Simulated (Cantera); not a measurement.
What does this Cantera script print?

```python
import numpy as np
import cantera as ct

gas_names = """

""".split()
cond_names = """
    Ni3S4(s) S(cr1) S(cr2) S(L) NiS2(s) NiS2(L) Ni(cr) Ni(L)
""".split()


# ... load() reads the species with a 1 bar reference pressure and builds the phases ...
species = {s.name: s for s in load("nasa_gas.yaml", gas_names) + load("nasa_condensed.yaml", cond_names)}
# Each term lists the table entries of one substance; the one whose range holds T is used.
reactions = {
    'Ni3S4 + 2 S = 3 NiS2':
        [(-1, ['Ni3S4(s)']), (-2, ['S(cr1)', 'S(cr2)', 'S(L)']), (3, ['NiS2(s)', 'NiS2(L)'])],
    'NiS2 = 2 S + Ni':
        [(-1, ['NiS2(s)', 'NiS2(L)']), (2, ['S(cr1)', 'S(cr2)', 'S(L)']), (1, ['Ni(cr)', 'Ni(L)'])],
}


def pick(names, T):
    return next(species[n] for n in names if species[n].thermo.min_temp <= T <= species[n].thermo.max_temp)


results = []
for label, terms in reactions.items():
    print(label)
    print("     T/K   dH/kJ  dS/(J/K)   dG/kJ   log10 K")
    for T in [300, 398, 423, 448, 473, 498, 523, 548, 573]:
        used = [(nu, pick(names, T)) for nu, names in terms]
        dH = sum(nu * s.thermo.h(T) for nu, s in used) / 1e6
        dS = sum(nu * s.thermo.s(T) for nu, s in used) / 1e3
        dG = dH - T * dS / 1e3
        logK = -dG * 1e6 / (ct.gas_constant * T * np.log(10))
        results.append((label, T, dH, dS, dG, logK, [s.name for _, s in used]))
        print(f"{T:8g} {dH:8.1f} {dS:8.1f} {dG:8.1f} {logK:8.2f}")
```

Result:

```
Ni3S4 + 2 S = 3 NiS2
     T/K   dH/kJ  dS/(J/K)   dG/kJ   log10 K
     300    -93.0    -34.7    -82.6    14.38
     398    -97.9    -47.5    -79.0    10.37
     423    -98.7    -49.5    -77.8     9.61
     448    -99.8    -51.9    -76.5     8.92
     473   -101.0    -54.5    -75.2     8.31
     498   -102.2    -57.0    -73.8     7.74
     523   -103.5    -59.5    -72.4     7.23
     548   -104.8    -61.9    -70.8     6.75
     573   -106.0    -64.2    -69.3     6.31
NiS2 = 2 S + Ni
     T/K   dH/kJ  dS/(J/K)   dG/kJ   log10 K
     300    131.4     22.0    124.8   -21.72
     398    136.1     34.5    122.4   -16.07
     423    136.8     36.2    121.5   -15.01
     448    137.7     38.1    120.6   -14.06
     473    138.6     40.1    119.6   -13.21
     498    139.5     42.0    118.6   -12.44
     523    140.4     43.8    117.5   -11.74
     548    141.3     45.5    116.4   -11.10
     573    142.2     46.9    115.3   -10.51
```

Source: NASA polynomial tables (part measured, part estimated), evaluated in Cantera. Condensed species are held in their standard states even where they would react or evaporate.
